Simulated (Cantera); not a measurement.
A perfectly stirred reactor is fed with CH₂O : O₂ : N₂ = 0.019 : 0.014 : 1 (molar parts), equivalence ratio 1.4, at 9.87 atm; it is held at 1150 K, and followed from long to short residence time.

Cantera simulation using GRI-Mech 3.0 (53 species, 325 reactions); the numbers are that mechanism's predictions, not measurements.

One state of this run: x CH₂O = 0.00730; x O₂ = 0.00955; x N₂O = 2.34e-9; x C₂H = <1e-12; x NO = 1.14e-12; x C₂H₄ = <1e-12; x C₂H₂ = <1e-12. x: mole fraction; the columns are a selection and need not sum to one.

**Question.** Which value of τ (s) does it belong to?
A) 0.0024
B) 0.021
C) 0.00080
D) 0.00027

**Answer.** D, 0.00027
